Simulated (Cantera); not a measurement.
Feed: 1 mol SiC, 0.93 mol C, 2 mol N2, equilibrated at 1775 K and 1.40 mbar.

These are equilibrium values from Cantera (NASA tables, ideal gas, pure condensed phases), not measurements of a reactor. Candidate condensed phases: C, Si, SiC, Si3N4; 20 gas species. Kinetics and transport are ignored.

Base state: N2 1.000, Si 3.36e-5 (mole fractions); condensed: C(graphite) + SiC(s).

Question: What changes in the equilibrium state with this change: temperature from 1775 K to 2573 K?

Answer: 
```tsv
species	before	after
N2	1.000	0.666
Si	3.36e-5	0.243
SiC2	4.23e-7	0.0773
C3	<1e-9	0.00107
C	<1e-9	0.000315
SiC	<1e-9	0.000160
C2	<1e-9	9.99e-5
C(graphite), mol	0.930	1.42
SiC(s), mol	1.000	0
```
The tables' values for SiN are old estimates; treat these amounts as uncertain.
